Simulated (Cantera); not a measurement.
Feed: 1 mol Cr2O3, 110 mol H2, equilibrated at 2198 K and 10.0 mbar.

Equilibrium computed with Cantera from the NASA thermochemical tables; the gas is ideal and each condensed phase is pure. Candidate condensed phases: Cr, Cr2O3, H2O; 13 gas species. The numbers say what is thermodynamically allowed, not how fast it happens.

Base state: H2 0.904, H 0.0529, H2O 0.0255, Cr 0.0170, CrO 0.000395, OH 0.000207 (mole fractions); condensed: gas only.

### Question
What changes in the equilibrium state with this change: Cr2O3 replaced by V2O5?

### Answer
```
species       before     after
----------  --------  --------
H2             0.904     0.918
H             0.0529    0.0533
H2O           0.0255    0.0193
Cr            0.0170         0
VO2                0   0.00698
VO                 0   0.00255
CrO         0.000395         0
V                  0  0.000108
VO(l), mol         0     0.900
```
VO: taken at fixed stoichiometry. Further candidate phases: V, VO, V2O3, V2O4, V2O5.

### Question
What changes in the equilibrium state with this change: temperature from 2198 K to 1448 K?

### Answer
```
species          before     after
-------------  --------  --------
H2                0.904     0.999
H2O              0.0255  0.000868
H                0.0529   9.21e-5
Cr               0.0170   1.85e-5
OH             0.000207   1.90e-9
CrO            0.000395   4.52e-9
Cr(s), mol            0    0.0616
Cr2O3(s), mol         0     0.968
```
Mutual solubility and eutectic melting of coexisting phases are not modelled.

### Question
What changes in the equilibrium state with this change: pressure from 10.0 mbar to 1.33 mbar?

### Answer
```csv
species,before,after
H2,0.904,0.821
H,0.0529,0.138
H2O,0.0255,0.0239
Cr,0.0170,0.0162
O,8.47e-6,6.57e-5
OH,0.000207,0.000560
CrO,0.000395,0.000391
```
